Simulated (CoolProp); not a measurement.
Vapour-liquid equilibrium of propylene (1) + n-hexane (2) at 270.5 K; x and y are mole fractions of (1).

Computed with CoolProp (multi-fluid Helmholtz-energy mixture model, Lemmon 2013 and Thol 2019; pair parameters Bell 2016).

Problem. Give the bubble pressure and the first vapour's composition at x = 0.2, 0.5, 0.95. Is there an azeotrope?

Solution. x = 0.2: 129.6 kPa, y = 0.963; x = 0.5: 259.0 kPa, y = 0.986; x = 0.95: 508.6 kPa, y = 0.999. No azeotrope shows between x = 0.05 and 0.95.

Pair parameters are fitted to limited data, so mixtures are less certain than the pure fluids. The gap from Raoult's law changes sign with composition, which may be real or a fault of the pair parameters; it wasn't checked against measurements.
